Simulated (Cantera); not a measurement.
Input (Python, Cantera) and output of one run.

```python
import numpy as np
import cantera as ct

gas_names = """
    AL ALCL ALCL2 ALCL3 ALN ALO ALOCL ALO2 AL2 AL2CL6 AL2O AL2O2 CL CLO CL2 N NO NO2 NO3 N2 N2O O O2 O3
""".split()
cond_names = """
    AL(cr) AL(L) ALCL3(s) ALCL3(L) ALN(s) AL2O3(a) AL2O3(L)
""".split()


def load(file, names, dense=False):
    # The tables refer to 1 bar. Condensed volumes are neglected.
    table = {s.name: s for s in ct.Species.list_from_file(file)}
    out = []
    for n in names:
        d = dict(table[n].input_data)
        d["thermo"] = dict(d["thermo"], **{"reference-pressure": 1e5})
        if dense:
            d["equation-of-state"] = {"model": "constant-volume", "density": "1e6 g/cm^3"}
        out.append(ct.Species.from_dict(d))
    return out


gas = ct.Solution(thermo="ideal-gas", species=load("nasa_gas.yaml", gas_names))
cond = {s.name: ct.Solution(thermo="fixed-stoichiometry", species=[s], name=s.name)
        for s in load("nasa_condensed.yaml", cond_names, dense=True)}
atoms = {
    'AlCl3': {'AL': 1, 'CL': 3},
    'N2O': {'N': 2, 'O': 1},
    'N2': {'N': 2},
}
top_T = {'ALN(s)': 2750}  # K; cautious upper limits of use, not melting points


def equilibrate(T, P, feed):
    n = {}
    for name, mol in feed.items():
        for a, k in atoms[name].items():
            n[a] = n.get(a, 0.0) + k * mol
    gas.TPX = T, P, n
    mass = sum(n.values()) * gas.mean_molecular_weight
    gas.equilibrate("TP")
    valid = [c for c in cond.values() if c.min_temp <= T <= top_T.get(c.name, c.max_temp)]
    mix = ct.Mixture([(gas, mass / gas.mean_molecular_weight)] + [(c, 0.0) for c in valid])
    mix.T, mix.P = T, P
    mix.equilibrate("TP", solver="vcs", rtol=1e-11, max_steps=5000)
    return mix


results = []
feed = {'AlCl3': 1, 'N2O': 0.89, 'N2': 4.8}  # mol
P = 10000  # Pa
for T in [898, 1048, 1198, 1348, 1498, 1648, 1798, 1948]:
    mix = equilibrate(T, P, feed)
    results.append((T, P, feed, dict(zip(mix.species_names, mix.species_moles))))

top = {s: max(r[3][s] / sum(r[3][g] for g in gas_names) for r in results) for s in gas_names}
cols = sorted((s for s in top if top[s] > 1e-05), key=lambda s: -top[s])[:8]
seen = [c for c in cond_names if any(r[3].get(c, 0) > 1e-12 for r in results)]
print("log10 of partial pressures in bar; condensed amounts in mol")
print(f"{'T/K':>10s}" + "".join(f"{s[:9]:>10s}" for s in cols + seen))
for T, P, feed, n in results:
    ng = sum(n[g] for g in gas_names)
    print(f"{T:10.4g}" + "".join(f"{np.log10(max(n[s] / ng * P / 1e5, 1e-99)):10.3f}" for s in cols)
          + "".join(f"{n.get(c, 0):10.4g}" for c in seen))
```

Result:

```
log10 of partial pressures in bar; condensed amounts in mol
       T/K        N2        CL       CL2     ALCL3        O2     ALCL2        NO    AL2CL6  AL2O3(a)
       898    -1.089    -5.095    -1.895    -2.237   -13.007   -14.572   -11.705    -4.789    0.2967
      1048    -1.089    -4.061    -1.897    -2.235   -10.251   -12.064    -9.565    -5.748    0.2967
      1198    -1.090    -3.287    -1.905    -2.236    -8.209   -10.188    -7.975    -6.455    0.2967
      1348    -1.094    -2.695    -1.936    -2.239    -6.678    -8.724    -6.767    -6.998    0.2967
      1498    -1.102    -2.249    -2.020    -2.247    -5.576    -7.532    -5.865    -7.433    0.2965
      1648    -1.115    -1.941    -2.204    -2.259    -4.905    -6.508    -5.246    -7.792    0.2959
      1798    -1.128    -1.765    -2.522    -2.271    -4.679    -5.577    -4.897    -8.089    0.2952
      1948    -1.136    -1.689    -2.937    -2.281    -4.787    -4.718    -4.751    -8.333    0.2951
```

Equilibrium computed with Cantera from the NASA thermochemical tables; the gas is ideal and each condensed phase is pure. The tables' values for AlCl2 are old estimates; treat these amounts as uncertain. Condensed phases not in the tables: AlOCl.
